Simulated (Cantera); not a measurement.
Charge: 1 mol PbF2, 45 mol H2, equilibrated at 100000 Pa.

These are equilibrium values from Cantera (NASA tables, ideal gas, pure condensed phases), not measurements of a reactor. Candidate condensed phases: Pb, PbF2; 16 gas species. The numbers say what is thermodynamically allowed, not how fast it happens.

### Question
Which condensed phases are stable at each of these points (T (K)): 673, 873, 1073, 1273, 1473, 1673, 1873, 2073, 2273?

### Answer
```json
[
 {"T (K)": "673", "condensed phases": "Pb(l)", "Pb condensed (%)": "100.0"},
 {"T (K)": "873", "condensed phases": "Pb(l)", "Pb condensed (%)": "100.0"},
 {"T (K)": "1073", "condensed phases": "Pb(l)", "Pb condensed (%)": "99.7"},
 {"T (K)": "1273", "condensed phases": "Pb(l)", "Pb condensed (%)": "91.5"},
 {"T (K)": "1473", "condensed phases": "Pb(l)", "Pb condensed (%)": "11.6"},
 {"T (K)": "1673", "condensed phases": "gas only", "Pb condensed (%)": "0.0"},
 {"T (K)": "1873", "condensed phases": "gas only", "Pb condensed (%)": "0.0"},
 {"T (K)": "2073", "condensed phases": "gas only", "Pb condensed (%)": "0.0"},
 {"T (K)": "2273", "condensed phases": "gas only", "Pb condensed (%)": "0.0"}
]
```

From 673 K to 1473 K the condensed part is Pb(l). From 1673 K to 2273 K nothing is condensed.
